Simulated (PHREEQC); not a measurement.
Synthetic water in mg/kgw, 25 °C, pH 7.2, pe -0.2: Na 3100; K 801; Ca 89; Mg 89; Cl 5180; S(6) as SO4 795; Alkalinity as HCO3 177; Br 6.09; N(-3) as NH4 6.44; F 1.41.

Valence states are taken as typed.

Computed with PHREEQC (ion-association model, phreeqc.dat).

No solid was allowed to form.

Problem. Order these C species by the share of C that they hold, largest first: HCO3-, CO2, MgHCO3+, CaHCO3+, NaHCO3.

Solution. HCO3- (85 %), CO2 (8.8 %), NaHCO3 (3.5 %), MgHCO3+ (1.2 %), CaHCO3+ (0.71 %)

The pH is 7.20 and the ionic strength 0.175 mol/kgw.
